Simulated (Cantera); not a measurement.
An isothermal, constant-pressure homogeneous reactor starts with C2H6 : N2 = 1 : 36 (molar parts), at 1773 K and 45.8 Torr.

Model: GRI-Mech 3.0 (53 species, 325 reactions), integrated in Cantera. GRI-Mech 3.0 stops at C3 and has no aromatics, soot or wall deposition, so with more carbon than oxygen in the feed, carbon stays in small species such as C2H2 where larger ones or solid carbon would form.

**Question.** Predict: x(C2H4) at 90.0 s; x(H) at 90.0 s; x(C2H2) at 90.0 s; x(C2H) at 90.0 s.

**Answer.** 
| Quantity | Value |
|---|---|
| x(C2H4) at 90.0 s | 2.24e-6 (gas-phase equilibrium 4.47e-7) |
| x(H) at 90.0 s | 0.000262 (gas-phase equilibrium 0.000262) |
| x(C2H2) at 90.0 s | 0.0256 (gas-phase equilibrium 0.00510) |
| x(C2H) at 90.0 s | 1.02e-6 (gas-phase equilibrium 2.04e-7) |
